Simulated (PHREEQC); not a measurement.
PHREEQC input (ion-association model, wateq4f.dat):

```
SOLUTION_MASTER_SPECIES
  An  An-  0  An  62.0  # stands for a non-complexing anion
SOLUTION_SPECIES
  An- = An-
    -log_k 0
    -gamma 3.0 0
PHASES
  Fix_H+
    H+ = H+
    -log_k 0
SOLUTION 1
  temp 25
  units mmol/kgw
  pH 7 charge
  Na 100
  An 100
END
SELECTED_OUTPUT 1
  -reset false
  -pH true
  -pe true
  -ionic_strength true
  -water true
  -totals Na
  -molalities Hfo_wOH Hfo_wOH2+ Hfo_wO- Hfo_sOH Hfo_sOH2+ Hfo_sO-
USER_PUNCH 1
  -headings sigma psi
  10 PUNCH EDL("sigma", "Hfo"), EDL("psi", "Hfo")
PRINT
  -reset false
USE solution 1
SURFACE 1
  Hfo_wOH 0.00182022 600 0.81
  Hfo_sOH 4.55056e-05
EQUILIBRIUM_PHASES 1
  Fix_H+ -4 HAn 10
    -force_equality true
  O2(g) -0.68 10
END
# ... the last block is repeated for the other 12 points of pH, with NaOH or the acid as the point needs
```

Selected output (columns that matter, 13 of 13 rows; pH added in front):

```
pH	mu	Na	m_Hfo_wOH	m_Hfo_wOH2+	m_Hfo_wO-	m_Hfo_sOH	m_Hfo_sOH2+	m_Hfo_sO-	sigma	psi
4	0.10093	0.1	0.00024158	0.0015778	8.474e-07	6.0396e-06	3.9445e-05	2.1185e-08	0.32092	0.14641
4.67	0.10066	0.1	0.00056296	0.0012515	5.8014e-06	1.4074e-05	3.1287e-05	1.4504e-07	0.2535	0.13447
5.33	0.10045	0.1	0.00090735	0.00089172	2.1151e-05	2.2684e-05	2.2293e-05	5.2877e-07	0.17717	0.11639
6	0.10028	0.1	0.0011683	0.00059982	5.2127e-05	2.9207e-05	1.4996e-05	1.3032e-06	0.11146	0.093438
6.67	0.10016	0.1	0.0013156	0.00040726	9.736e-05	3.289e-05	1.0181e-05	2.434e-06	0.063067	0.066802
7.33	0.10007	0.1	0.0013785	0.00029323	0.00014846	3.4463e-05	7.3308e-06	3.7116e-06	0.029462	0.037399
8	0.10001	0.1	0.0013969	0.00022116	0.00020214	3.4923e-05	5.529e-06	5.0534e-06	0.0038714	0.0053518
8.67	0.10006	0.10011	0.0013882	0.0001658	0.00026626	3.4704e-05	4.1449e-06	6.6565e-06	-0.020445	-0.027042
9.33	0.10015	0.10028	0.0013436	0.00011408	0.00036252	3.359e-05	2.8521e-06	9.0629e-06	-0.050559	-0.057319
10	0.10037	0.1006	0.0012282	6.5655e-05	0.00052634	3.0705e-05	1.6414e-06	1.3159e-05	-0.093756	-0.085066
10.67	0.101	0.10139	0.0010046	2.9412e-05	0.00078614	2.5116e-05	7.3531e-07	1.9653e-05	-0.154	-0.10923
11.33	0.10339	0.10396	0.00067588	9.2198e-06	0.0011351	1.6897e-05	2.3049e-07	2.8377e-05	-0.22913	-0.12866
12	0.11404	0.11481	0.0003103	1.4623e-06	0.0015084	7.7575e-06	3.6558e-08	3.771e-05	-0.30669	-0.14098
```

Species that the database lacks are ignored.
